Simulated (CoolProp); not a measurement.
Vapour-liquid equilibrium of ethylene (1) + n-butane (2) at 231.4 K; x and y are mole fractions of (1).

Values from CoolProp's multi-fluid Helmholtz-energy mixture model, Smukala 2000 and Bücker 2006; pair parameters Bell 2016.

**Question.** Give the bubble pressure and the first vapour's composition at x = 0.15, 0.25, 0.85. Is there an azeotrope?

**Answer.** x = 0.15: 0.2264 MPa, y = 0.935; x = 0.25: 0.3324 MPa, y = 0.958; x = 0.85: 1.121 MPa, y = 0.996. No azeotrope shows between x = 0.05 and 0.95.

Pair parameters are fitted to limited data, so mixtures are less certain than the pure fluids. The gap from Raoult's law changes sign with composition, which may be real or a fault of the pair parameters; it wasn't checked against measurements.
